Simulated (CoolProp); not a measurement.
Saturated liquid density (kg/m³) of acetone: the reference equation beside estimates from Tc = 235.0 °C, pc = 4692 kPa, ω = 0.307.

Model: reference Helmholtz-energy equation of state, Lemmon 2006, in CoolProp. It is a short technical equation, of lower accuracy than the large ones.

```csv
T (°C),reference,van der Waals,Redlich-Kwong,Soave-Redlich-Kwong,Peng-Robinson
-5.95,(withheld),416.7,617.7,636.1,715.9
14.45,796.3,406.6,600.7,621.4,700.3
34.85,(withheld),(withheld),582.5,(withheld),682.9
55.25,749.9,384.6,(withheld),587.4,663.7
75.65,725.2,372.5,(withheld),567.6,642.2
96.05,699.1,359.4,518.2,545.6,618.1
116.45,671.1,345.3,492.8,520.9,590.8
136.85,640.6,329.7,464.8,492.8,559.4
157.25,(withheld),312.2,433.3,460.6,522.8
177.65,567.8,292.2,397.4,422.6,479.2
198.05,520.7,268.1,354.5,375.9,424.9
```

Question: What belongs in the gaps?

Answer: 
- -5.95, reference: 818.5
- 34.85, reference: 773.5
- 34.85, van der Waals: 396.0
- 34.85, Soave-Redlich-Kwong: 605.2
- 55.25, Redlich-Kwong: 562.8
- 75.65, Redlich-Kwong: 541.4
- 157.25, reference: 606.7

Absolute difference from the reference over all 11 rows, mean and median: van der Waals 48.7 and 48.6 %, Redlich-Kwong 26.8 and 25.9 %, Soave-Redlich-Kwong 23.1 and 22.3 %, Peng-Robinson 13.0 and 12.1 %.
